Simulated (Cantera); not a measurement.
An isothermal, constant-pressure homogeneous reactor starts with H2 : O2 : N2 : H2O = 1.3 : 1 : 1.7 : 0.011 (molar parts), at 1200 K and 97.5 Torr.

Computed with Cantera and the H2/O2 subset of GRI-Mech 3.0, which has no nitrogen chemistry. The temperature is held fixed by assumption; the heat of reaction is taken as removed at once.

x: mole fraction; the columns are a selection and need not sum to one.

```json
[
 {"t (s)": "7.00e-6", "x H2": "0.324", "x O2": "0.249", "x H2O2": "4.55e-12", "x H": "5.44e-9", "x HO2": "___", "x H2O": "0.00274"},
 {"t (s)": "3.82e-5", "x H2": "0.324", "x O2": "0.249", "x H2O2": "1.40e-10", "x H": "1.31e-7", "x HO2": "___", "x H2O": "0.00274"},
 {"t (s)": "0.000208", "x H2": "0.228", "x O2": "0.208", "x H2O2": "9.10e-7", "x H": "0.0537", "x HO2": "___", "x H2O": "0.0707"},
 {"t (s)": "0.00114", "x H2": "0.00680", "x O2": "0.106", "x H2O2": "3.62e-6", "x H": "0.00536", "x HO2": "___", "x H2O": "0.375"},
 {"t (s)": "0.00620", "x H2": "0.000145", "x O2": "0.104", "x H2O2": "7.18e-7", "x H": "1.32e-5", "x HO2": "___", "x H2O": "0.390"},
 {"t (s)": "0.0338", "x H2": "6.12e-6", "x O2": "0.104", "x H2O2": "8.99e-8", "x H": "1.56e-7", "x HO2": "___", "x H2O": "0.390"},
 {"t (s)": "0.185", "x H2": "6.32e-7", "x O2": "0.104", "x H2O2": "1.42e-8", "x H": "6.20e-9", "x HO2": "___", "x H2O": "0.390"},
 {"t (s)": "1.01", "x H2": "1.05e-7", "x O2": "0.104", "x H2O2": "2.73e-9", "x H": "4.48e-10", "x HO2": "1.00e-8", "x H2O": "0.390"},
 {"t (s)": "5.50", "x H2": "4.39e-8", "x O2": "0.104", "x H2O2": "1.12e-9", "x H": "1.18e-10", "x HO2": "9.36e-9", "x H2O": "0.390"},
 {"t (s)": "30.0", "x H2": "4.29e-8", "x O2": "0.104", "x H2O2": "1.09e-9", "x H": "1.14e-10", "x HO2": "9.40e-9", "x H2O": "0.390"}
]
```

### Question
What belongs in the gaps?

### Answer

- 7.00e-6, x HO2: 5.10e-9
- 3.82e-5, x HO2: 3.03e-8
- 0.000208, x HO2: 2.10e-5
- 0.00114, x HO2: 2.53e-5
- 0.00620, x HO2: 3.98e-6
- 0.0338, x HO2: 2.62e-7
- 0.185, x HO2: 3.31e-8
